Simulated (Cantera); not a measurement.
A closed system holds: 1 mol PbO, a varied amount of H2, 0.65 mol N2, equilibrated at 1 atm.

Method: chemical equilibrium by Gibbs-energy minimisation in Cantera with the NASA 1993 tables (ideal gas, pure condensed phases). Candidate condensed phases: H2O, Pb, PbO, PbO2, Pb3O4; 27 gas species. Each liquid is taken as pure. Mutual solubility and eutectic melting of coexisting phases are not modelled. Equilibrium is a limit: real reactors are often held back by kinetics, nucleation or transport.

Stable condensed phases, one row left out:

```
T in K \ n(H2) in mol
         0.44    1  2.3  5.3   12   27   63  140  330
   2075     A    A    A    A    A    A    A    A    A
   1975     A    A    A    A    A    A    A    A    A
   1875     A    A    A    A    A    A    A    A    A
   1775     B    C    C    A    A    A    A    A    A
   1575     B    C    C    C    C    A    A    A    A
   1475     B    C    C    C    C    C    A    A    A
   1375     B    C    C    C    C    C    C    C    A
   1275     B    C    C    C    C    C    C    C    C
   1175     B    B    C    C    C    C    C    C    C
   1075     B    B    C    C    C    C    C    C    C
    975     B    B    C    C    C    C    C    C    C
    875     B    C    C    C    C    C    C    C    C
    775     B    C    C    C    C    C    C    C    C
```

A: gas only; B: Pb + PbO; C: Pb.

Problem. Give the row for 1675 K.

Solution. 0.44: Pb + PbO; 1: Pb; 2.3: Pb; 5.3: Pb; 12: gas only; 27: gas only; 63: gas only; 140: gas only; 330: gas only.
